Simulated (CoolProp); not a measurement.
Values from CoolProp's reference Helmholtz-energy equation of state, Wagner 2002.

Give the vapour pressure (kPa), liquid density (kg/m³), enthalpy of vaporisation (kJ/kg), liquid cp (kJ/(kg K)) of saturated water at 104.35, 190.65 °C.


```
T (°C)  p (kPa)  liquid density (kg/m³)  enthalpy of vaporisation (kJ/kg)  liquid cp (kJ/(kg K))
------  -------  ----------------------  --------------------------------  ---------------------
104.35      118                     955                              2240                   4.22
190.65     1270                     875                              1980                   4.45
```
